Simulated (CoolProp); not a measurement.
Vapour pressure (kPa) of decamethylcyclopentasiloxane (D5): the reference equation beside estimates from Tc = 345.1 °C, pc = 1078 kPa, ω = 0.631.

The numbers come from the reference Helmholtz-energy equation of state, Thol 2019 in CoolProp.

```
T (°C)  reference  Lee-Kesler  van der Waals  Soave-Redlich-Kwong
------  ---------  ----------  -------------  -------------------
195.05      68.74       67.80          318.8                68.25
208.85      96.45       94.90          366.1                95.81
222.75      132.4       130.1          418.0                131.7
236.55      177.4       174.3          473.9                177.0
250.45      233.7       229.7          534.8                233.9
264.25      302.2       297.3          599.7                303.5
278.05      384.9       379.5          669.4                387.8
291.95      484.8       479.3          744.4                489.8
305.75      602.8       598.0          823.7                610.0
```

Absolute difference from the reference over all 9 rows, mean and median: Lee-Kesler 1.5 and 1.6 %, van der Waals 157.5 and 128.8 %, Soave-Redlich-Kwong 0.6 and 0.7 %.
